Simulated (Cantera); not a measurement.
A closed system holds: 1 mol Ti(OiPr)4, 28 mol H2O, 1 mol O2, held at 1.00 bar.

Method: chemical equilibrium by Gibbs-energy minimisation in Cantera with the NASA 1993 tables (ideal gas, pure condensed phases). Candidate condensed phases: C, C6H6, C7H8, C8H18, H2O, Ti, TiC, TiO, TiO2, Ti2O3, Ti3O5, Ti4O7; 113 gas species. The feed counts by its element totals alone. Condensed phases not in the tables: Magnéli phases beyond Ti4O7. Rates play no part. All values below are at 2173 K.

Base state: H2 0.430, H2O 0.344, CO 0.192, CO2 0.0296, H 0.00317, OH 0.000339 (mole fractions); condensed: Ti4O7(l).

Task: What changes in the equilibrium state with this change: pressure from 1.00 bar to 0.570 bar?

Result: 
| species | before | after |
|---|---|---|
| H2 | 0.430 | 0.430 |
| H2O | 0.344 | 0.344 |
| CO | 0.192 | 0.192 |
| H | 0.00317 | 0.00419 |
| CO2 | 0.0296 | 0.0296 |
| OH | 0.000339 | 0.000449 |
| Ti4O7(l), mol | 0.250 | 0.250 |
